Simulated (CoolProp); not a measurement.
The numbers come from the reference Helmholtz-energy equation of state, Lemmon 2006 in CoolProp. It is a short technical equation, of lower accuracy than the large ones.

### Question
For C3F8 (R218), give the phase and the viscosity (µPa s) at 381.9 K and 41.7 kPa; 381.9 K and 6430 kPa.

### Answer
- 381.9 K and 41.7 kPa: gas; viscosity 15.9
- 381.9 K and 6430 kPa: supercritical; viscosity 59.7

Viscosity comes from a separate model (Huber 2003), an estimate that may be off by 10 % or more.
